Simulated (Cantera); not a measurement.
Input: 1 mol Pb, 0.69 mol NH₃, 35 mol H₂, at 1373 K and 0.100 bar.

Cantera equilibrium calculation (NASA polynomials, part measured and part estimated; ideal gas, pure solids and liquids). Candidate condensed phases: Pb; 11 gas species. The numbers say what is thermodynamically allowed, not how fast it happens.

Base state: H₂ 0.964, Pb 0.0267, N₂ 0.00923, H 1.03e-5 (mole fractions); condensed: gas only.

Question: What changes in the equilibrium state with this change: pressure from 0.100 bar to 1.00 bar?

Answer: 
```json
[
 {"species": "H₂", "before": "0.964", "after": "0.984"},
 {"species": "N₂", "before": "0.00923", "after": "0.00942"},
 {"species": "Pb", "before": "0.0267", "after": "0.00641"},
 {"species": "H", "before": "1.03e-5", "after": "3.30e-6"},
 {"species": "Pb(l), mol", "before": "0", "after": "0.765"}
]
```

Question: What changes in the equilibrium state with this change: NH₃ from 0.69 to 0.4 mol?

Answer: 
| species | before | after |
|---|---|---|
| H₂ | 0.964 | 0.967 |
| Pb | 0.0267 | 0.0272 |
| N₂ | 0.00923 | 0.00543 |
| H | 1.03e-5 | 1.04e-5 |

Question: What changes in the equilibrium state with this change: temperature from 1373 K to 750 K?

Answer: 
| species | before | after |
|---|---|---|
| H₂ | 0.964 | 0.990 |
| N₂ | 0.00923 | 0.00946 |
| NH₃ | 8.55e-7 | 4.90e-5 |
| Pb | 0.0267 | 9.48e-8 |
| H | 1.03e-5 | <1e-9 |
| Pb(l), mol | 0 | 1.000 |
